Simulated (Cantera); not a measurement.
A closed system holds: 1 mol V₂O₃, a varied amount of H₂, equilibrated at 1350 K and 10.0 Torr.

These are equilibrium values from Cantera (NASA tables, ideal gas, pure condensed phases), not measurements of a reactor. Candidate condensed phases: H₂O, V, VO, V₂O₃, V₂O₄, V₂O₅; 12 gas species. VO: taken at fixed stoichiometry. Equilibrium is a limit: real reactors are often held back by kinetics, nucleation or transport.

Question: At 1300 mol H₂, list the 3 most abundant gas species with their mole fractions, and the condensed phases.

Answer: H₂ 0.999, H₂O 0.000769, H 2.06e-5. Condensed: VO(s).
